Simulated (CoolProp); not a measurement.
A simple Rankine cycle with R1336mzz(Z): condensing at 319.15 K, boiler at 1.99 MPa, turbine inlet 438.5 K, turbine efficiency 0.6, pump efficiency 0.6, no recuperator. Each further row changes one setting.

Values from CoolProp's reference Helmholtz-energy equation of state, McLinden 2020.

| case | thermal efficiency (%) | net work (kJ/kg) | heat in (kJ/kg) | turbine exit temperature (K) | volume ratio over the turbine |
|---|---|---|---|---|---|
| as stated | 9.8 | 24.2 | 248 | 386.7 | 16.2 |
| turbine inlet 458.5 K | 9.7 | 26.7 | 275 | 410.5 | 14.9 |
| condensing temperature 311.15 K | 10.5 | 27.2 | 258 | 383.2 | 21.2 |
| boiler pressure 1.39 MPa | 8.8 | 22.9 | 260 | 399.8 | 9.90 |
| turbine efficiency 0.5 | 8.0 | 19.8 | 248 | 391.1 | 16.4 |
